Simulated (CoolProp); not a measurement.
Vapour-liquid equilibrium of toluene (1) + n-dodecane (2) at 56.6 kPa; x and y are mole fractions of (1).

Model: multi-fluid Helmholtz-energy mixture model, Lemmon 2006 and Lemmon 2004; pair parameters Bell 2016, in CoolProp.

| x | bubble temperature, mixture model (K) | bubble temperature, Raoult's law (K) | y, mixture model | y, Raoult's law |
|---|---|---|---|---|
| 0.05 | 453.6 | 448.9 | 0.324 | 0.420 |
| 0.2 | 421.4 | 416.3 | 0.793 | 0.831 |
| 0.35 | 400.4 | 398.3 | 0.923 | 0.930 |
| 0.5 | 387.1 | 386.5 | 0.966 | 0.967 |
| 0.65 | 378.1 | 378.0 | 0.984 | 0.984 |
| 0.8 | 371.4 | 371.4 | 0.993 | 0.993 |
| 0.95 | 366.1 | 366.0 | 0.999 | 0.999 |

The largest gap from Raoult's law is +5.1 K in bubble temperature, at x = 0.2. No azeotrope shows between x = 0.05 and 0.95.

Pair parameters are fitted to limited data, so mixtures are less certain than the pure fluids.
